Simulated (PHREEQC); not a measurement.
Model water analysis in mg/kgw, 25 °C, pH 6.35, pe 9.8: Na 2490; K 64.2; Ca 134; Mg 605; Cl 4660; S(6) as SO4 1060; Alkalinity as HCO3 433; B 1.57; Cd 5; O(0) (dissolved oxygen) 3.82; Si as SiO2 90.1; N(5) as NO3 112.

Valence states are taken as typed.

Equilibrium calculation in PHREEQC: ion-association model, wateq4f.dat.

Precipitation was switched off in this run.

Q: Order these Ca species by the share of Ca that they hold, largest first: CaHCO3+, Ca+2, CaSO4.

A: Ca+2 (87 %), CaSO4 (11 %), CaHCO3+ (2.2 %)

The pH is 6.35 and the ionic strength 0.186 mol/kgw. Saturation is exceeded, for instance for Otavite, Quartz (slow to form); the values hold only as long as no solid forms.
